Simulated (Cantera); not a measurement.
Input: 1 mol SiHCl₃, 25 mol N₂, 57 mol H₂, equilibrated at 100 Torr.

Cantera equilibrium calculation (NASA polynomials, part measured and part estimated; ideal gas, pure solids and liquids). Candidate condensed phases: NH₄Cl, Si, Si₃N₄; 28 gas species. N₂ is the only nitrogen source here; it is nearly inert below about 1500 K, so the nitride shown seldom forms there in practice. Equilibrium is a limit: real reactors are often held back by kinetics, nucleation or transport.

Over these rows the condensed part is Si₃N₄(s). Partial pressures as log10 of bar:

```json
[
 {"T (K)": "1248", "1000/T (1/K)": "0.8013", "log p SiCl₂": "-6.87", "log p H₂": "-1.05", "log p N₂": "-1.41", "log p HCl": "-2.32"},
 {"T (K)": "1348", "1000/T (1/K)": "0.7418", "log p SiCl₂": "-6.05", "log p H₂": "-1.05", "log p N₂": "-1.41", "log p HCl": "-2.32"},
 {"T (K)": "1448", "1000/T (1/K)": "0.6906", "log p SiCl₂": "?", "log p H₂": "-1.05", "log p N₂": "-1.41", "log p HCl": "-2.32"},
 {"T (K)": "1548", "1000/T (1/K)": "0.6460", "log p SiCl₂": "-4.75", "log p H₂": "-1.05", "log p N₂": "-1.41", "log p HCl": "-2.32"},
 {"T (K)": "1648", "1000/T (1/K)": "0.6068", "log p SiCl₂": "-4.24", "log p H₂": "-1.05", "log p N₂": "-1.41", "log p HCl": "-2.33"},
 {"T (K)": "1748", "1000/T (1/K)": "0.5721", "log p SiCl₂": "-3.81", "log p H₂": "-1.05", "log p N₂": "-1.41", "log p HCl": "-2.35"}
]
```

Task: Fit log p(SiCl₂) = a + b·(1000/T) to the five rows, give the apparent enthalpy, and predict the row at 1448 K.

Result: Means: 1000/T = 0.6736, log p = -5.144. Sxy = -0.488862, Sxx = 0.0364848, so b = -13.40 and a = -5.144 − (-13.40)×0.6736 = 3.88.
Apparent enthalpy: −19.145 × (-13.40) = 257 kJ/mol. With the condensed phases at unit activity, 1/3 Si₃N₄(s) + 2 HCl(g) = SiCl₂(g) + H₂(g) + 2/3 N₂(g) links this pressure to the main gases: over the six rows their terms move log p by -0.06 in all, so the slope is close to that reaction's ΔH°. The five rows lie within 0.03 of the line.
Prediction at 1448 K: 3.88 + (-13.40)×0.6906 = -5.37. The computed value is -5.35, 0.02 from the line.
